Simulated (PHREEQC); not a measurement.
Synthetic water in mg/kgw, 20 °C, pH 3.01, pe 10.8:

```json
[
 {"constituent": "Na", "mg/kgw": "133"},
 {"constituent": "K", "mg/kgw": "71.1"},
 {"constituent": "Ca", "mg/kgw": "371"},
 {"constituent": "Mg", "mg/kgw": "29"},
 {"constituent": "Cl", "mg/kgw": "303"},
 {"constituent": "S(6) as SO4", "mg/kgw": "1040"},
 {"constituent": "Zn", "mg/kgw": "27.4"},
 {"constituent": "P as PO4", "mg/kgw": "4.75"},
 {"constituent": "Si as SiO2", "mg/kgw": "17.5"},
 {"constituent": "O(0) (dissolved oxygen)", "mg/kgw": "3.09"},
 {"constituent": "F", "mg/kgw": "0.235"},
 {"constituent": "Cu(2)", "mg/kgw": "56.8"}
]
```

Cl is adjusted to close the charge balance.
Valence states are taken as typed.

Equilibrium calculation in PHREEQC: ion-association model, wateq4f.dat.

Precipitation was switched off in this run.

Problem. Order these S species by the share of S that they hold, largest first: MgSO4, HSO4-, CaSO4, CuSO4, SO4-2.

Solution. SO4-2 (68 %), CaSO4 (21 %), HSO4- (3.4 %), MgSO4 (3.0 %), CuSO4 (2.1 %)

Problem. Order these Cu species by the share of Cu that they hold, largest first: CuSO4, CuCl+, Cu+2.

Solution. Cu+2 (73 %), CuSO4 (26 %), CuCl+ (0.85 %)

The pH is 3.01 and the ionic strength 0.0422 mol/kgw. The solution is supersaturated, for example in Quartz (slow to form), Chalcedony (slow to form), so a real one may precipitate; this is no full list. H3PO4, which wateq4f.dat lacks, is added to it with the constant of phreeqc.dat. SiF6-2 is the database's only silicon fluoride. The database has no phosphate complexes of Cu, Zn.
